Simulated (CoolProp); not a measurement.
Octamethylcyclotetrasiloxane (D4) along the isobar 0.101 MPa: density (kg/m³) from the reference equation and from simpler models built on Tc = 313.4 °C, pc = 1.347 MPa, ω = 0.598; each cubic takes its own stable root.

The numbers come from the reference Helmholtz-energy equation of state, Thol 2015 in CoolProp.

```tsv
T (°C)	phase	reference
190.55	gas	8.331
204.75	gas	8.019
218.95	gas	7.734
233.15	gas	7.473
247.35	gas	7.232
261.55	gas	7.009
275.75	gas	6.801
290.05	gas	6.606
304.25	gas	6.424
318.45	gas	6.253
332.65	gas	6.092
346.85	gas	5.940
```

Problem. How far does each simpler model (ideal gas, van der Waals, Redlich-Kwong, Soave-Redlich-Kwong, Peng-Robinson) lie from the reference over these 12 states: mean and median of the absolute difference, and the worst?

Solution. 
- ideal gas: mean 4.0 %, median 3.7 %, worst -6.7 % at 190.55 °C and 0.101 MPa
- van der Waals: mean 1.2 %, median 0.9 %, worst -2.8 % at 190.55 °C and 0.101 MPa
- Redlich-Kwong: mean 0.6 %, median 0.4 %, worst -1.7 % at 190.55 °C and 0.101 MPa
- Soave-Redlich-Kwong: mean 0.2 %, median 0.1 %, worst -0.5 % at 190.55 °C and 0.101 MPa
- Peng-Robinson: mean 0.2 %, median 0.2 %, worst +0.2 % at 290.05 °C and 0.101 MPa
